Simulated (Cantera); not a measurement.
An isothermal, constant-pressure homogeneous reactor starts with H2 : O2 : N2 = 1.8 : 1 : 1.4 (molar parts), equivalence ratio 0.90, at 925 K and 450 Torr.

Cantera simulation using the H2/O2 subset of GRI-Mech 3.0, which has no nitrogen chemistry; the numbers are that mechanism's predictions, not measurements. Below about 950 K walls govern HO2 and H2O2 in real vessels. The temperature is held fixed by assumption; the heat of reaction is taken as removed at once.

x: mole fraction; the columns are a selection and need not sum to one.

```csv
t (s),x H2,x O2,x H2O,x HO2,x O,x H2O2,x OH
0.000500,0.429,0.238,1.08e-7,?,7.62e-10,1.05e-9,1.99e-10
0.00103,0.429,0.238,1.94e-6,?,1.12e-8,2.74e-8,2.98e-9
0.00213,0.321,0.186,0.137,?,9.47e-6,3.89e-5,8.54e-6
0.00440,0.320,0.185,0.138,?,1.31e-8,0.000158,7.82e-9
0.00909,0.320,0.185,0.138,?,1.40e-8,0.000184,8.36e-9
0.0188,0.319,0.185,0.139,?,1.75e-8,0.000234,1.08e-8
0.0387,0.319,0.185,0.140,?,2.64e-8,0.000362,1.73e-8
0.0800,0.316,0.183,0.143,?,4.79e-8,0.000683,3.51e-8
0.165,0.306,0.178,0.155,7.23e-5,7.51e-8,0.00116,6.33e-8
0.341,0.281,0.166,0.187,7.34e-5,7.33e-8,0.00124,6.98e-8
0.704,0.235,0.144,0.245,?,5.95e-8,0.00106,6.56e-8
1.45,0.165,0.110,0.334,?,4.61e-8,0.000725,6.19e-8
3.00,0.0820,0.0699,0.441,?,3.46e-8,0.000337,5.87e-8
```

Fill in the missing entries.


- 0.000500, x HO2: 1.05e-7
- 0.00103, x HO2: 1.80e-6
- 0.00213, x HO2: 0.000210
- 0.00440, x HO2: 3.73e-5
- 0.00909, x HO2: 3.19e-5
- 0.0188, x HO2: 3.57e-5
- 0.0387, x HO2: 4.36e-5
- 0.0800, x HO2: 5.80e-5
- 0.704, x HO2: 6.75e-5
- 1.45, x HO2: 5.70e-5
- 3.00, x HO2: 4.00e-5
